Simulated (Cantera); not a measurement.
# Thermodynamics of iron carbonyl, mercury and lead vapours, feed PbO + H₂ + N₂

Input: 1 mol PbO, 1.4 mol H₂, a varied amount of N₂, at 998 K and 1.00 bar.

Cantera equilibrium calculation (NASA polynomials, part measured and part estimated; ideal gas, pure solids and liquids). Candidate condensed phases: H₂O, Pb, PbO, PbO₂, Pb₃O₄; 27 gas species. Rates play no part.

From 2.2 mol N₂ to 28 mol N₂ the condensed part is Pb(l). The main Pb-bearing gas is Pb throughout.

| n(N₂) (mol) | x N₂ | x H₂O | x H₂ | x NH₃ | x Pb | n Pb(l) |
|---|---|---|---|---|---|---|
| 2.2 | 0.611 | 0.278 | 0.111 | 1.71e-5 | 1.55e-5 | 1.000 |
| 6.5 | 0.823 | 0.127 | 0.0506 | 6.10e-6 | 1.55e-5 | 1.000 |
| 11 | 0.887 | 0.0806 | 0.0323 | 3.22e-6 | 1.55e-5 | 1.000 |
| 15 | 0.915 | 0.0610 | 0.0244 | 2.15e-6 | 1.55e-5 | 1.000 |
| 19 | 0.931 | 0.0490 | 0.0196 | 1.56e-6 | 1.55e-5 | 1.000 |
| 23 | 0.943 | 0.0410 | 0.0164 | 1.20e-6 | 1.55e-5 | 1.000 |
| 28 | 0.952 | 0.0340 | 0.0136 | 9.14e-7 | 1.55e-5 | 1.000 |
x: gas mole fraction; n: condensed amount in mol.
